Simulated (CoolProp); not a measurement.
Vapour-liquid equilibrium of toluene (1) + n-decane (2) at 65.45 °C; x and y are mole fractions of (1).

Computed with CoolProp (multi-fluid Helmholtz-energy mixture model, Lemmon 2006 and Lemmon 2006; pair parameters Bell 2016).

| x | bubble pressure, mixture model (kPa) | bubble pressure, Raoult's law (kPa) | y, mixture model | y, Raoult's law |
|---|---|---|---|---|
| 0.05 | 3.185 | 3.067 | 0.396 | 0.374 |
| 0.125 | 5.015 | 4.634 | 0.647 | 0.618 |
| 0.2 | 6.874 | 6.202 | 0.764 | 0.739 |
| 0.275 | 8.696 | 7.769 | 0.831 | 0.811 |
| 0.35 | 10.44 | 9.336 | 0.873 | 0.859 |
| 0.425 | 12.08 | 10.90 | 0.901 | 0.893 |
| 0.5 | 13.63 | 12.47 | 0.922 | 0.919 |
| 0.575 | 15.08 | 14.04 | 0.939 | 0.939 |
| 0.65 | 16.47 | 15.61 | 0.952 | 0.955 |
| 0.725 | 17.81 | 17.17 | 0.964 | 0.968 |
| 0.8 | 19.15 | 18.74 | 0.974 | 0.978 |
| 0.875 | 20.51 | 20.31 | 0.984 | 0.988 |
| 0.95 | 21.93 | 21.87 | 0.994 | 0.995 |

The largest gap from Raoult's law is +11.9 % in bubble pressure, at x = 0.275. No azeotrope shows between x = 0.05 and 0.95.

The pair parameters rest on a limited set of measurements; away from them the model extrapolates.
